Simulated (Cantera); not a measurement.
A freely propagating, adiabatic, planar premixed flame of CH4 : C2H6 : O2 : N2 : H2O = 1 : 1.5 : 7.4 : 27.8 : 0.049 (molar parts), unburnt at 373 K and 2.30 bar; mixture-averaged transport, grid criteria slope 0.08 and curve 0.16, no radiation.

Computed with Cantera and GRI-Mech 3.0 (53 species, 325 reactions). Burning velocities carry a grid error of a few per cent, more on coarse grids.

Task: Predict: laminar burning velocity; thermal thickness; peak x(H2); peak x(HO2); peak x(CH2CO).

Result: 
```json
{
  "laminar_burning_velocity": "46.6 cm/s",
  "thermal_thickness": "0.192 mm",
  "peak x(H2)": "0.0163",
  "peak x(HO2)": "0.000390",
  "peak x(CH2CO)": "0.000735"
}
```
